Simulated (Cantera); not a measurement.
## Adiabatic ignition

An adiabatic, constant-pressure homogeneous reactor starts with 7.39 % CH3OH, 18.8 % O2, 71.3 % N2, 2.51 % H2O, equivalence ratio 0.59, at 1798 K and 5.00 bar.

Detailed kinetics in Cantera: GRI-Mech 3.0 (53 species, 325 reactions). GRI-Mech 3.0 was tuned for natural gas; its chemistry of methanol as a main component is partial and can be far from experiment.

```
t (s)     T (K)  x CH3OH    x O2   x H2O     x CH3    x CH2O
--------  -----  -------  ------  ------  --------  --------
1.00e-6    1798   0.0717   0.186  0.0261  0.000152   0.00157
3.74e-6    1845   0.0507   0.173  0.0409   8.09e-5    0.0157
1.40e-5    2571   <1e-12  0.0768   0.140    <1e-12  2.46e-10
5.23e-5    2743   <1e-12  0.0737   0.149    <1e-12  1.01e-10
0.000196   2740   <1e-12  0.0725   0.150    <1e-12  9.95e-11
0.000731   2731   <1e-12  0.0693   0.150    <1e-12  9.71e-11
0.00273    2723   <1e-12  0.0662   0.150    <1e-12  9.49e-11
0.0102     2722   <1e-12  0.0660   0.151    <1e-12  9.47e-11
0.0382     2722   <1e-12  0.0660   0.151    <1e-12  9.47e-11
0.143      2722   <1e-12  0.0660   0.151    <1e-12  9.47e-11
0.535      2722   <1e-12  0.0660   0.151    <1e-12  9.47e-11
2.00       2722   <1e-12  0.0660   0.151    <1e-12  9.47e-11
```
x: mole fraction; the columns are a selection and need not sum to one.

| Item | Result |
|---|---|
| time of steepest temperature rise | 6.73 µs |
| temperature at 2.00 s | 2722 K |
| equilibrium temperature | 2722 K |
| x(CH3OH) at 2.00 s | <1e-12 (gas-phase equilibrium <1e-12) |
| x(O2) at 2.00 s | 0.0660 (gas-phase equilibrium 0.0660) |
| x(H2O) at 2.00 s | 0.151 (gas-phase equilibrium 0.151) |
